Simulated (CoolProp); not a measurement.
The numbers come from the reference Helmholtz-energy equation of state, Lemmon 2013 in CoolProp.

Question: For propylene, give the phase and the Z, cv (kJ/(kg K)), expansivity (1/kK), viscosity (µPa s) at 315.1 K and 23.6 MPa; 386.7 K and 23.6 MPa; 553.6 K and 23.6 MPa.

Answer: 
- 315.1 K and 23.6 MPa: liquid; Z 0.707, cv 1.60, expansivity 2.14, viscosity 113
- 386.7 K and 23.6 MPa: supercritical; Z 0.689, cv 1.82, expansivity 2.90, viscosity 72.7
- 553.6 K and 23.6 MPa: supercritical; Z 0.860, cv 2.31, expansivity 3.23, viscosity 34.1

Viscosity comes from a separate model (Huber 2003), an estimate that may be off by 10 % or more.
